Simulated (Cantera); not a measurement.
What does this Cantera script print?

```python
import numpy as np
import cantera as ct

gas_names = [...]  # 45 gases of nasa_gas.yaml made of Cu, F, H, N, O
cond_names = """
    Cu(cr) Cu(L) CuF2(s) CuF2(L) CuO(s) CuO2H2(s) Cu2O(s) Cu2O(L) H2O(s) H2O(L)
""".split()


# ... load() reads the species with a 1 bar reference pressure and builds the phases ...
atoms = {
    'CuF2': {'Cu': 1, 'F': 2},
    'H2O': {'H': 2, 'O': 1},
    'N2': {'N': 2},
}
top_T = {'CuO(s)': 1390}  # K; cautious upper limits of use, not melting points


# ... equilibrate(T, P, feed) seeds the gas with the atoms and calls Mixture.equilibrate('TP', solver="gibbs", rtol=1e-10, max_steps=50000) ...
results = []
T = 2273  # K
P = 100000  # Pa
for m in [0.09, 0.14, 0.21, 0.32, 0.49, 0.75, 1.1, 1.7, 2.7, 4.1, 6.2, 9.5]:
    feed = {'CuF2': 1, 'H2O': m, 'N2': 3.6}  # mol
    mix = equilibrate(T, P, feed)
    results.append((T, P, feed, dict(zip(mix.species_names, mix.species_moles))))

top = {s: max(r[3][s] / sum(r[3][g] for g in gas_names) for r in results) for s in gas_names}
cols = sorted((s for s in top if top[s] > 0.0001), key=lambda s: -top[s])[:5]
seen = [c for c in cond_names if any(r[3].get(c, 0) > 1e-12 for r in results)]
print("log10 of partial pressures in bar; condensed amounts in mol")
print(f"{'n(H2O)':>10s}" + "".join(f"{s[:9]:>10s}" for s in cols + seen))
for T, P, feed, n in results:
    ng = sum(n[g] for g in gas_names)
    print(f"{feed['H2O']:10.4g}" + "".join(f"{np.log10(max(n[s] / ng * P / 1e5, 1e-99)):10.3f}" for s in cols)
          + "".join(f"{n.get(c, 0):10.4g}" for c in seen))
```

It prints:

```
log10 of partial pressures in bar; condensed amounts in mol
    n(H2O)        N2       H2O        HF       CuF      CuF2     Cu(L)
      0.09    -0.154    -8.842    -1.455    -1.028    -0.995         0
      0.14    -0.161    -8.199    -1.269    -0.992    -1.045         0
      0.21    -0.170    -7.505    -1.102    -0.943    -1.131         0
      0.32    -0.186    -6.540    -0.935    -0.871    -1.330         0
      0.49    -0.212    -4.159    -0.776    -0.792    -2.241         0
      0.75    -0.245    -1.725    -0.702    -0.925    -3.500         0
       1.1    -0.267    -1.267    -0.658    -1.086    -3.834    0.1836
       1.7    -0.304    -0.916    -0.654    -1.256    -4.175    0.3028
       2.7    -0.362    -0.658    -0.688    -1.427    -4.517    0.3524
       4.1    -0.433    -0.487    -0.744    -1.584    -4.829    0.3479
       6.2    -0.522    -0.359    -0.824    -1.745    -5.153    0.2972
       9.5    -0.633    -0.261    -0.927    -1.922    -5.506    0.1858
```

These are equilibrium values from Cantera (NASA tables, ideal gas, pure condensed phases), not measurements of a reactor.
